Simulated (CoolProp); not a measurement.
Saturation properties of R124.

Values from CoolProp's reference Helmholtz-energy equation of state, de Vries 1995.

```
T (°C)  p (kPa)  vapour density (kg/m³)  liquid conductivity (mW/(m K))
------  -------  ----------------------  ------------------------------
36.05     531.1                   32.63                            66.3
39.55     586.1                   36.00                            65.2
42.95     643.5                   39.55                            64.2
46.35     705.0                   43.39                            63.2
49.85     772.8                   47.66                            62.1
53.25     843.2                   52.16                            61.1
56.65     918.2                   57.03                            60.2
60.15      1001                   62.45                            59.2
63.55      1086                   68.17                            58.2
66.95      1176                   74.36                            57.3
70.45      1275                   81.29                            56.3
73.85      1377                   88.62                            55.4
77.35      1488                   96.85                            54.5
```

It boils at -12.0 °C under 1 atm.

Thermal conductivity comes from a separate model (Huber 2003), an estimate that may be off by 10 % or more.
